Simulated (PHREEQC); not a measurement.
Dissolve 0.0004 mol/kgw Li2CO3 at 25 °C. Closed to the air; pH follows from the charge balance.

Equilibrium calculation in PHREEQC: ion-association model, phreeqc.dat.

- pH: 10.28
- ionic strength: 0.001000 mol/kgw
- specific conductance: 104 µS/cm
- total alkalinity: 0.800 meq/kg

| species | molality | activity | log γ |
|---|---|---|---|
| Li+ | 0.000800 | 0.000772 | -0.015 |
| OH- | 0.000200 | 0.000193 | -0.016 |
| HCO3- | 0.000200 | 0.000193 | -0.015 |
| CO3-2 | 0.000200 | 0.000173 | -0.061 |
| CO2 | 2.28e-8 | 2.28e-8 | 0.000 |

This is a speciation only: nothing precipitates in the calculation. Complexes and solids missing from the database can't appear.
